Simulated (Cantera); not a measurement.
An adiabatic, constant-volume homogeneous reactor starts with CH4 : C2H6 : O2 : N2 : H2O = 1 : 0.031 : 2.29 : 8.62 : 0.33 (molar parts), equivalence ratio 0.92, at 1373 K and 0.250 bar. Integrator tolerance rtol = 1e-08.

Cantera simulation using GRI-Mech 3.0 (53 species, 325 reactions); the numbers are that mechanism's predictions, not measurements.

| quantity | before | after |
|---|---|---|
| time of steepest temperature rise | 5.28 ms | 2.68 ms |
| temperature at 1.00 s | 2699 K | 2723 K |
| equilibrium temperature | 2699 K | 2723 K |
| x(CH4) at 1.00 s | <1e-12 (gas-phase equilibrium <1e-12) | <1e-12 (gas-phase equilibrium <1e-12) |
| x(C2H6) at 1.00 s | <1e-12 (gas-phase equilibrium <1e-12) | <1e-12 (gas-phase equilibrium <1e-12) |
| x(O2) at 1.00 s | 0.0289 (gas-phase equilibrium 0.0289) | 0.0225 (gas-phase equilibrium 0.0225) |
| x(H2O) at 1.00 s | 0.153 (gas-phase equilibrium 0.153) | 0.156 (gas-phase equilibrium 0.156) |
| x(C2H) at 1.00 s | <1e-12 (gas-phase equilibrium <1e-12) | <1e-12 (gas-phase equilibrium <1e-12) |
| x(H2) at 1.00 s | 0.0183 (gas-phase equilibrium 0.0183) | 0.0231 (gas-phase equilibrium 0.0231) |
| x(CO2) at 1.00 s | 0.0457 (gas-phase equilibrium 0.0457) | 0.0445 (gas-phase equilibrium 0.0445) |

Which change was made?
A. initial temperature 1373 to 1675 K
B. initial temperature 1373 to 998 K
C. initial temperature 1373 to 1525 K
D. C2H6 0.031 to 0.082 parts

D, C2H6 0.031 to 0.082 parts
